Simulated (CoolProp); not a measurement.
Values from CoolProp's reference Helmholtz-energy equation of state, Lemmon 2009.

Task: For propane, give the phase and the isothermal compressibility (1/MPa), fugacity coefficient at -110.55 °C and 0.0166 MPa.

Result: 
- -110.55 °C and 0.0166 MPa: liquid; isothermal compressibility 0.000885, fugacity coefficient 0.0664
